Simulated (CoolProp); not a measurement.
The fluid at 485.35 K and 22 MPa flows at 1.9 m/s in a round tube of 4.6 mm bore and 45 µm roughness, fully developed (64/Re and Nu = 3.66 if laminar; Colebrook and Gnielinski if turbulent). The same conditions are run with several fluids, on thermodynamics alone (safety and materials aside).

Computed with CoolProp (reference Helmholtz-energy equation of state of each fluid (ethanol: Schroeder 2014; n-heptane: Span 2003; n-hexane: Thol 2019; n-octane: Beckmüller 2019; methanol: de Reuck 1993)).

```json
[
 {"fluid": "ethanol", "Reynolds number": "44600", "Darcy friction factor": "0.0390", "pressure drop (Pa/m)": "9320", "heat-transfer coefficient (W/(m² K))": "10700", "mass flow (kg/h)": "69.3"},
 {"fluid": "n-heptane", "Reynolds number": "36800", "Darcy friction factor": "0.0392", "pressure drop (Pa/m)": "8600", "heat-transfer coefficient (W/(m² K))": "6270", "mass flow (kg/h)": "63.5"},
 {"fluid": "n-hexane", "Reynolds number": "42400", "Darcy friction factor": "0.0390", "pressure drop (Pa/m)": "8040", "heat-transfer coefficient (W/(m² K))": "6760", "mass flow (kg/h)": "59.7"},
 {"fluid": "n-octane", "Reynolds number": "33100", "Darcy friction factor": "0.0394", "pressure drop (Pa/m)": "8990", "heat-transfer coefficient (W/(m² K))": "5900", "mass flow (kg/h)": "66.1"},
 {"fluid": "methanol", "Reynolds number": "51600", "Darcy friction factor": "0.0388", "pressure drop (Pa/m)": "9180", "heat-transfer coefficient (W/(m² K))": "13500", "mass flow (kg/h)": "68.6"}
]
```

Transport values come from each fluid's own correlations.
